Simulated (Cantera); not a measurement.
A perfectly stirred reactor is fed with 4.58 % C2H6, 20.0 % O2, 75.1 % N2, 0.307 % CO2, equivalence ratio 0.80, at 15.0 bar; it is adiabatic with a 800 K inlet, and is followed from long to short residence time, starting on the burning branch (τ in s: 0.37, 0.12, 0.038, 0.012, 0.0038, 0.0012, 0.00039, 0.00012, 3.9e-05).

Cantera simulation using GRI-Mech 3.0 (53 species, 325 reactions); the numbers are that mechanism's predictions, not measurements. The pressure lies above the range GRI-Mech 3.0 was tuned for (to about 10 atm).

Task: Predict: blow-out, bracketed by the residence times tried; x(C2H6) at τ = 0.370 s; x(O2) at τ = 0.370 s; x(H2) at τ = 0.370 s; x(CO2) at τ = 0.370 s; x(C2H6) at τ = 3.80 ms; x(O2) at τ = 3.80 ms; x(H2) at τ = 3.80 ms; x(CO2) at τ = 3.80 ms; x(HCO) at τ = 3.80 ms.

Result: 
```json
{
  "blow_out_bracketed_by_the_residence_times_tried": "burning at 39.0 µs, the shortest tried",
  "x(C2H6) at τ = 0.370 s": "4.16e-9",
  "x(O2) at τ = 0.370 s": "0.0360",
  "x(H2) at τ = 0.370 s": "0.000613",
  "x(CO2) at τ = 0.370 s": "0.0898",
  "x(C2H6) at τ = 3.80 ms": "3.80e-7",
  "x(O2) at τ = 3.80 ms": "0.0386",
  "x(H2) at τ = 3.80 ms": "0.000681",
  "x(CO2) at τ = 3.80 ms": "0.0894",
  "x(HCO) at τ = 3.80 ms": "2.82e-8"
}
```
